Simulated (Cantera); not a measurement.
Charge: 1 mol SiH2Cl2, 0.38 mol HCl, 33 mol N2, held at 1302 °C and 9.50 mbar.

These are equilibrium values from Cantera (NASA tables, ideal gas, pure condensed phases), not measurements of a reactor. Candidate condensed phases: NH4Cl, Si, Si3N4; 28 gas species. The tables' values for SiCl3 are old estimates; treat these amounts as uncertain. Kinetics and transport are ignored.

Base state: N2 0.933, HCl 0.0329, H2 0.0174, SiCl2 0.0164, SiCl3 0.000625, Cl 8.43e-5, SiCl4 6.24e-5, H 5.63e-5 (mole fractions); condensed: Si3N4(s).

What changes in the equilibrium state with this change: 0.4 mol O2 added?


```
species                before     after
-------------------  --------  --------
N2                      0.933     0.925
HCl                    0.0329    0.0578
SiO                         0   0.00768
SiCl2                  0.0164   0.00356
H2                     0.0174   0.00469
Cl                    8.43e-5  0.000286
SiCl4                 6.24e-5  0.000156
H                     5.63e-5   2.92e-5
SiCl3                0.000625  0.000461
Si3N4(s), mol           0.134         0
SiO2(β-quartz), mol         0     0.159
Si2N2O(s), mol              0     0.211
```
Mutual solubility and eutectic melting of coexisting phases are not modelled. The tables hold silica as quartz up to 1696 K and as liquid above; real silica turns to tridymite and cristobalite and melts near 1996 K. Further candidate phases: H2O, SiO2, Si2N2O.
